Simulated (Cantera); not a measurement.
Mixture: 6.58 % CH₄, 19.7 % O₂, 73.7 % N₂, at 17300 Torr, adiabatic and at constant pressure. Ignition delay is the time to a rise of 400 K.

Computed with Cantera and GRI-Mech 3.0 (53 species, 325 reactions). The pressure lies above the range GRI-Mech 3.0 was tuned for (to about 10 atm).

Q: Predict: delay at 1000 K; delay at 1200 K; delay at 1400 K; delay at 1600 K; delay at 1800 K; apparent activation energy between 1700 and 1900 K.

A: 
- delay at 1000 K = 32.6 ms
- delay at 1200 K = 1.63 ms
- delay at 1400 K = 0.191 ms
- delay at 1600 K = 33.4 µs
- delay at 1800 K = 7.87 µs
- apparent activation energy between 1700 and 1900 K = 180 kJ/mol
